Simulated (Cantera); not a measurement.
## Ignition delay

Mixture: 17.4 % CH4, 17.4 % O2, 65.3 % N2, equivalence ratio 2.0, at 0.750 bar, adiabatic and at constant pressure. Ignition delay is the time to a rise of 400 K.

Computed with Cantera and GRI-Mech 3.0 (53 species, 325 reactions).

```tsv
T0 (K)	delay (ms)
1023	1460
1073	620
1123	276
1173	128
1223	61.9
1273	31.0
1323	16.0
1373	8.49
1423	4.65
1473	2.63
```

- apparent activation energy between 1373 and 1473 K: 200 kJ/mol
